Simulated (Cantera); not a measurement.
An adiabatic, constant-volume homogeneous reactor starts with CO : H2 : O2 : N2 : CO2 = 1 : 1.2 : 1.18 : 4.45 : 0.43 (molar parts), at 1700 K and 16.0 bar. Integrator tolerance rtol = 1e-08.

Cantera simulation using GRI-Mech 3.0 (53 species, 325 reactions); the numbers are that mechanism's predictions, not measurements. The hydrogen kinetics of GRI-Mech 3.0 are dated; newer H2 mechanisms differ, most at raised pressure. The pressure lies above the range GRI-Mech 3.0 was tuned for (to about 10 atm). Above 3000 K some thermodynamic fits are extrapolated.

What does this change do: 0.54 parts H2O added?


```csv
quantity,before,after
time of steepest temperature rise,0.640 µs,0.736 µs
temperature at 0.100 s,3105 K,3031 K
equilibrium temperature,3105 K,3031 K
x(CO) at 0.100 s,0.0654 (gas-phase equilibrium 0.0654),0.0538 (gas-phase equilibrium 0.0538)
x(H2) at 0.100 s,0.00946 (gas-phase equilibrium 0.00946),0.0112 (gas-phase equilibrium 0.0112)
x(O2) at 0.100 s,0.0318 (gas-phase equilibrium 0.0318),0.0283 (gas-phase equilibrium 0.0283)
x(HO2) at 0.100 s,3.29e-5 (gas-phase equilibrium 3.29e-5),3.12e-5 (gas-phase equilibrium 3.12e-5)
x(CO2) at 0.100 s,0.125 (gas-phase equilibrium 0.125),0.124 (gas-phase equilibrium 0.124)
```
